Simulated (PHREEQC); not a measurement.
Dissolve 0.95 mol KOH, 0.0017 mol Al(NO3)3 and 0.0002 mol CO2 per kg of water at 25 °C. Closed to the air; pH follows from the charge balance.

The numbers come from PHREEQC with the ion-association model, phreeqc.dat.

Each row changes one thing in this solution. No solid was allowed to form.

```csv
case,pH,ionic strength (mol/kgw),HCO3- (mol/kgw),SI of Gibbsite (Al(OH)3)
as made,13.75,0.950,2.16e-8,-2.15
diluted 2-fold with water,13.48,0.475,2.37e-8,-2.16
CO2 from 0.0002 to 0.001 mol/kgw,13.75,0.951,1.08e-7,-2.15
CO2 replaced by NaHCO3 at the same molality,13.75,0.950,2.16e-8,-2.15
temperature from 25 to 65 °C,12.64,0.950,1.63e-7,?
KOH from 0.95 to 0.095 mol/kgw,12.82,0.0952,3.17e-7,?
```

Problem. Complete the blanks.

Solution. 
- temperature from 25 to 65 °C, SI of Gibbsite (Al(OH)3): -2.70
- KOH from 0.95 to 0.095 mol/kgw, SI of Gibbsite (Al(OH)3): -1.14

The ionic strength passes 0.7 mol/kgw, the rough limit of the ion-association models, in as made; CO2 from 0.0002 to 0.001 mol/kgw; CO2 replaced by NaHCO3 at the same molality; temperature from 25 to 65 °C. Away from 25 °C the constants follow the database's enthalpies or fits; those with neither stay at their 25 °C values.
